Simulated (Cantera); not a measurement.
A diamond (100) surface in a fixed gas of H2 with x(CH4) = 0.0038, x(H) = 0.049, at 1323 K, 34.5 Torr; coverages are run to steady state.

Model: the Harris–Goodwin 1993 mechanism for the reconstructed diamond (100) surface, integrated in Cantera.

θ: site fractions in the mechanism's names (c6HH fully hydrogenated, c6H* and c6*H radical sites, c6** diradical, c6HM methylated).

```tsv
x(CH3)	growth (µm/h)	θ c6HH	θ c6H*	θ c6*H	θ c6**	θ c6HM
1e-06	?	0.363	0.0523	0.533	0.0518	1.08e-6
2.4e-06	?	0.363	0.0523	0.533	0.0518	2.60e-6
5.7e-06	?	0.363	0.0523	0.533	0.0518	6.18e-6
1.4e-05	?	0.363	0.0523	0.533	0.0518	1.52e-5
3.3e-05	?	0.363	0.0523	0.533	0.0518	3.58e-5
7.8e-05	?	0.363	0.0523	0.533	0.0518	8.45e-5
0.00019	?	0.363	0.0523	0.533	0.0518	0.000206
0.00044	?	0.363	0.0522	0.532	0.0517	0.000476
0.0011	?	0.362	0.0521	0.531	0.0514	0.00119
```

### Question
Some entries are withheld; supply them.

### Answer

- 1e-06, growth (µm/h): 0.0261
- 2.4e-06, growth (µm/h): 0.0626
- 5.7e-06, growth (µm/h): 0.149
- 1.4e-05, growth (µm/h): 0.365
- 3.3e-05, growth (µm/h): 0.860
- 7.8e-05, growth (µm/h): 2.03
- 0.00019, growth (µm/h): 4.95
- 0.00044, growth (µm/h): 11.4
- 0.0011, growth (µm/h): 28.5
